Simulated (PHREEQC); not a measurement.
Make-up at 25 °C: 0.0012 mol LiCl, 0.00017 mol Na2SO4 and 0.00017 mol CO2 per kg of water. Closed to the air; pH follows from the charge balance.

Model: ion-association model, phreeqc.dat, run in PHREEQC.

Precipitation was switched off in this run.

What pH does the model give?

pH 5.08.

In which forms is C present?

CO2 95 %, HCO3- 5.2 % of the C.
